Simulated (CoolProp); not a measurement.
A single-stage vapour-compression cycle with the fluid: evaporating at 270.15 K (dew point), condensing at 309.15 K (bubble point), superheat 10 K, subcooling 2 K, compressor efficiency 0.85, no pressure losses. The same conditions are run with several fluids, on thermodynamics alone (safety and materials aside).

Values from CoolProp's reference Helmholtz-energy equation of state of each fluid (R113: Marx 1992; R410A: Lemmon 2003; CH2F2 (R32): Tillner-Roth 1997; R1233zd(E): Akasaka 2022; R1336mzz(Z): McLinden 2020; R404A: Lemmon 2003). Blends and air are pseudo-pure fits.

```tsv
fluid	cooling COP	pressure ratio	discharge temperature (K)	refrigerating effect (kJ/kg)	volumetric capacity (kJ/m³)
R113	5.24	5.23	320.4	132	139
R410A	4.59	3.04	341.4	176	4570
CH2F2 (R32)	4.67	3.04	358.2	263	4950
R1233zd(E)	5.20	4.47	324.7	168	409
R1336mzz(Z)	5.12	5.20	316.4	144	220
R404A	4.49	3.05	326.6	124	3220
```
